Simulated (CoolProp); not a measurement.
Hydrogen chloride along the isobar 45300 kPa: Z from the reference equation and from simpler models built on Tc = 324.7 K, pc = 8314 kPa, ω = 0.130; each cubic takes its own stable root.

The numbers come from the reference Helmholtz-energy equation of state, Thol 2018 in CoolProp.

| T (K) | phase | reference | van der Waals | Redlich-Kwong | Soave-Redlich-Kwong | Peng-Robinson |
|---|---|---|---|---|---|---|
| 280.9 | liquid | 0.6826 | 1.052 | 0.7828 | 0.7770 | 0.6938 |
| 315.9 | liquid | 0.6609 | 0.9859 | 0.7604 | 0.7588 | 0.6804 |
| 350.9 | supercritical | 0.6576 | 0.9401 | 0.7571 | 0.7637 | 0.6898 |
| 385.8 | supercritical | 0.6728 | 0.9107 | 0.7698 | 0.7890 | 0.7194 |
| 420.8 | supercritical | 0.7063 | 0.8945 | 0.7950 | 0.8298 | 0.7641 |
| 455.8 | supercritical | 0.7538 | 0.8892 | 0.8275 | 0.8774 | 0.8147 |
| 490.7 | supercritical | 0.8063 | 0.8924 | 0.8620 | 0.9236 | 0.8631 |
| 525.7 | supercritical | 0.8554 | 0.9019 | 0.8948 | 0.9642 | 0.9057 |
